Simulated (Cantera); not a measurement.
A Cantera script and its output.

```python
import numpy as np
import cantera as ct

gas = ct.Solution("gri30.yaml")
gas.TPX = 673, 180000, {'CH4': 1, 'O2': 1.82, 'N2': 6.84}
flame = ct.FreeFlame(gas, width=0.027)
flame.set_refine_criteria(ratio=3, slope=0.08, curve=0.16)
flame.transport_model = "mixture-averaged"
flame.solve(loglevel=0, auto=True)
z, T = flame.grid, flame.T
thick = (T[-1] - T[0]) / np.gradient(T, z).max()
show = ['CH4', 'O2', 'NO', 'CO2', 'CH2', 'C2H6']
print(f"laminar burning velocity  {flame.velocity[0] * 100:.3f} cm/s")
print(f"burnt temperature         {T[-1]:.1f} K")
print(f"thermal thickness         {thick * 1e3:.4f} mm")
print(f"grid points               {len(z)}")
z0 = z[flame.heat_release_rate.argmax()]
print(f"{'z/mm':>9s}{'T/K':>9s}{'u/(m/s)':>9s}" + "".join(f"{s:>11s}" for s in show))
rows = []
for k in (-3, -2, -1.5, -1, -0.5, -0.25, 0, 0.25, 0.5, 1, 2, 4, 8):
    zz = z0 + k * thick
    rows.append([k * thick, np.interp(zz, z, T), np.interp(zz, z, flame.velocity),
                 *(np.interp(zz, z, flame.X[gas.species_index(s)]) for s in show)])
    print(f"{rows[-1][0] * 1e3:9.3f}{rows[-1][1]:9.1f}{rows[-1][2]:9.3f}" + "".join(f"{x:11.3e}" for x in rows[-1][3:]))
```

Output:

```
laminar burning velocity  139.561 cm/s
burnt temperature         2438.0 K
thermal thickness         0.1914 mm
grid points               148
     z/mm      T/K  u/(m/s)        CH4         O2         NO        CO2        CH2       C2H6
   -0.574    673.1    1.397  1.034e-01  1.882e-01  5.055e-10  1.293e-07  5.572e-18  3.278e-08
   -0.383    674.9    1.404  1.029e-01  1.876e-01  7.640e-09  2.827e-06  9.391e-15  7.981e-07
   -0.287    682.9    1.425  1.020e-01  1.866e-01  4.394e-08  2.118e-05  9.288e-13  6.428e-06
   -0.191    743.0    1.562  9.694e-02  1.814e-01  4.054e-07  2.764e-04  4.842e-10  9.091e-05
   -0.096   1125.4    2.405  6.895e-02  1.481e-01  4.201e-06  3.870e-03  4.013e-07  1.038e-03
   -0.048   1535.0    3.319  3.751e-02  1.054e-01  1.026e-05  1.076e-02  1.450e-05  1.082e-03
    0.000   1916.5    4.183  9.141e-03  5.656e-02  2.142e-05  2.253e-02  8.777e-05  1.093e-04
    0.048   2083.2    4.549  7.673e-04  2.774e-02  3.670e-05  3.581e-02  3.507e-05  7.154e-07
    0.096   2130.5    4.637  3.350e-05  1.734e-02  4.781e-05  4.615e-02  2.424e-06  1.278e-09
    0.191   2178.4    4.715  7.117e-08  1.219e-02  5.813e-05  5.608e-02  6.353e-09  1.279e-14
    0.383   2238.2    4.823  6.660e-12  9.638e-03  6.963e-05  6.105e-02  7.611e-13  5.548e-21
    0.766   2305.4    4.947  3.259e-15  7.296e-03  8.841e-05  6.382e-02  3.305e-15  2.205e-27
    1.531   2366.1    5.057  2.884e-15  5.064e-03  1.188e-04  6.660e-02  2.691e-15  5.872e-28
```

Cantera simulation using GRI-Mech 3.0 (53 species, 325 reactions); the numbers are that mechanism's predictions, not measurements. Burning velocities carry a grid error of a few per cent, more on coarse grids.
